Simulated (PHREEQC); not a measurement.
Solution (25 °C): 1.9 mol/kgw KOH, 0.0081 mol/kgw Na2B4O7 and 3 mol/kgw NaCl. Closed to the air; pH follows from the charge balance.

Model: Pitzer model, pitzer.dat, run in PHREEQC.

Q: The ionic strength comes out as 4.92 mol/kgw. What activity coefficients do Na+, B(OH)4-, Cl-, K+, OH- get?

A: Na+ 0.84, B(OH)4- 0.23, Cl- 0.59, K+ 0.78, OH- 0.85. Single-ion values are on the MacInnes scale.

Precipitation was switched off in this run. Species that the database lacks are ignored. In brines, pH and single-ion activities rest on the MacInnes convention.
